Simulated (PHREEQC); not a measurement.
Solution (20 °C): 1.1 mmol/kgw NaHCO3 and 150 mmol/kgw KH2PO4. Closed to the air; pH follows from the charge balance.

All values are PHREEQC results (ion-association model, wateq4f.dat), not measurements.

- pH = 4.77
- ionic strength = 0.152 mol/kgw
- total alkalinity = 1.10 meq/kg

```csv
species,molality,activity,log γ
K+,0.150,0.110,-0.134
H2PO4-,0.148,0.113,-0.117
HPO4-2,0.00123,0.000405,-0.482
Na+,0.00110,0.000835,-0.119
CO2,0.00106,0.00110,0.015
H3PO4,0.000256,0.000266,0.015
KHPO4-,0.000114,8.69e-5,-0.117
HCO3-,3.53e-5,2.70e-5,-0.117
H+,2.09e-5,1.69e-5,-0.092
NaHPO4-,8.63e-7,6.60e-7,-0.117
NaHCO3,1.22e-8,1.27e-8,0.015
```

This is a speciation only: nothing precipitates in the calculation. Species that the database lacks are ignored. H3PO4, which wateq4f.dat lacks, is added to it with the constant of phreeqc.dat.
